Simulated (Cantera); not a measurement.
**Premixed flame**

A freely propagating, adiabatic, planar premixed flame of H₂ : O₂ : N₂ : H₂O = 1 : 0.926 : 3.48 : 0.19 (molar parts), equivalence ratio 0.54, unburnt at 625 K and 7500 Torr; mixture-averaged transport, grid criteria slope 0.08 and curve 0.16, no radiation.

Model: the H2/O2 subset of GRI-Mech 3.0, which has no nitrogen chemistry, integrated in Cantera. The hydrogen kinetics of GRI-Mech 3.0 are dated; newer H2 mechanisms differ, most at raised pressure. Burning velocities carry a grid error of a few per cent, more on coarse grids. Lean hydrogen flames are cellular in practice and burn faster than this planar one.

```csv
z (mm),T (K),u (m/s),x H₂,x O₂,x H,x H₂O₂,x H₂O,x O
-0.151,627,0.799,0.171,0.167,<1e-8,4.08e-7,0.0345,<1e-8
-0.101,635,0.798,0.157,0.169,<1e-8,4.29e-6,0.0362,<1e-8
-0.0755,654,0.810,0.142,0.171,<1e-8,1.73e-5,0.0399,<1e-8
-0.0503,720,0.871,0.115,0.172,<1e-8,7.54e-5,0.0519,<1e-8
-0.0252,979,1.15,0.0710,0.160,3.57e-6,0.000313,0.0940,4.86e-6
-0.0126,1257,1.47,0.0447,0.140,0.000143,0.000272,0.136,0.000125
0,1550,1.81,0.0214,0.114,0.000676,1.73e-5,0.180,0.000716
0.0126,1728,2.02,0.00846,0.0978,0.000746,4.46e-6,0.206,0.00109
0.0252,1811,2.12,0.00353,0.0913,0.000429,2.88e-6,0.217,0.000899
0.0503,1866,2.18,0.000955,0.0885,0.000101,1.50e-6,0.223,0.000397
0.101,1887,2.20,0.000189,0.0882,1.21e-5,6.29e-7,0.225,0.000107
0.201,1892,2.21,4.86e-5,0.0883,2.30e-6,3.30e-7,0.226,3.83e-5
0.402,1893,2.21,3.07e-5,0.0884,1.36e-6,2.75e-7,0.226,2.73e-5
```
x: mole fraction of selected species; z is measured from the peak of heat release.

```
Quantity                      Value
------------------------  ---------
laminar burning velocity  80.4 cm/s
thermal thickness         0.0503 mm
peak x(H)                  0.000807
peak x(H₂O₂)               0.000356
peak x(O)                   0.00109
grid points                     107
```
